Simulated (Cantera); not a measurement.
Reactions in the system Cl-H-Na

Source: NASA polynomial tables (part measured, part estimated), evaluated in Cantera. Values are per mole of reaction as written; species without (g) are pure solids or liquids, kept so even where they would boil at 1 bar.

2 NaCl(g) + H₂(g) → 2 HCl(g) + 2 Na

```
T (K)  ΔH° (kJ)  ΔS° (J/K)  ΔG° (kJ)  log10 K  condensed phases
-----  --------  ---------  --------  -------  ----------------
300       178.2     -113.8     212.4   -36.98             Na(s)
375       184.7      -96.1     220.7   -30.74             Na(l)
575       188.1      -88.7     239.1   -21.72             Na(l)
775       191.0      -84.4     256.4   -17.28             Na(l)
975       193.8      -81.1     272.9   -14.62             Na(l)
1175      196.9      -78.2     288.9   -12.84             Na(l)
1375      200.6      -75.4     304.2   -11.56             Na(l)
```

2 Na + 2 HCl(g) → 2 NaCl + H₂(g)

```json
[
 {"T (K)": "300", "ΔH° (kJ)": "-637.6", "ΔS° (J/K)": "-201.4", "ΔG° (kJ)": "-577.2", "log10 K": "100.50", "condensed phases": "Na(s), NaCl(s)"},
 {"T (K)": "375", "ΔH° (kJ)": "-641.8", "ΔS° (J/K)": "-212.3", "ΔG° (kJ)": "-562.2", "log10 K": "78.30", "condensed phases": "Na(l), NaCl(s)"},
 {"T (K)": "575", "ΔH° (kJ)": "-638.6", "ΔS° (J/K)": "-205.6", "ΔG° (kJ)": "-520.4", "log10 K": "47.27", "condensed phases": "Na(l), NaCl(s)"},
 {"T (K)": "775", "ΔH° (kJ)": "-633.7", "ΔS° (J/K)": "-198.4", "ΔG° (kJ)": "-479.9", "log10 K": "32.35", "condensed phases": "Na(l), NaCl(s)"},
 {"T (K)": "975", "ΔH° (kJ)": "-627.2", "ΔS° (J/K)": "-191.0", "ΔG° (kJ)": "-441.0", "log10 K": "23.63", "condensed phases": "Na(l), NaCl(s)"},
 {"T (K)": "1175", "ΔH° (kJ)": "-562.0", "ΔS° (J/K)": "-130.3", "ΔG° (kJ)": "-408.9", "log10 K": "18.18", "condensed phases": "Na(l), NaCl(l)"},
 {"T (K)": "1375", "ΔH° (kJ)": "-553.4", "ΔS° (J/K)": "-123.5", "ΔG° (kJ)": "-383.6", "log10 K": "14.57", "condensed phases": "Na(l), NaCl(l)"}
]
```
